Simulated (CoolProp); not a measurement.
R1234ze(E) along the isobar 3.03 bar: fugacity coefficient from the reference equation and from simpler models built on Tc = 109.4 °C, pc = 36.35 bar, ω = 0.313; each cubic takes its own stable root.

The numbers come from the reference Helmholtz-energy equation of state, Thol 2016 in CoolProp.

| T (°C) | phase | reference | van der Waals | Redlich-Kwong | Peng-Robinson |
|---|---|---|---|---|---|
| -14.65 | liquid | 0.3868 | 0.9385 | 0.7260 | 0.3881 |
| 0.45 | liquid | 0.6798 | 0.9459 | 0.9281 | 0.6817 |
| 15.55 | gas | 0.9227 | 0.9521 | 0.9379 | 0.9269 |
| 30.65 | gas | 0.9352 | 0.9574 | 0.9460 | 0.9369 |
| 45.75 | gas | 0.9452 | 0.9620 | 0.9528 | 0.9452 |
| 60.85 | gas | 0.9533 | 0.9659 | 0.9585 | 0.9523 |
| 75.95 | gas | 0.9599 | 0.9693 | 0.9633 | 0.9582 |
| 91.05 | gas | 0.9653 | 0.9722 | 0.9675 | 0.9634 |
| 106.15 | gas | 0.9698 | 0.9748 | 0.9710 | 0.9678 |
| 121.25 | gas | 0.9736 | 0.9771 | 0.9741 | 0.9716 |

At some of these states van der Waals, Redlich-Kwong gives the other phase, because its saturation line lies elsewhere.
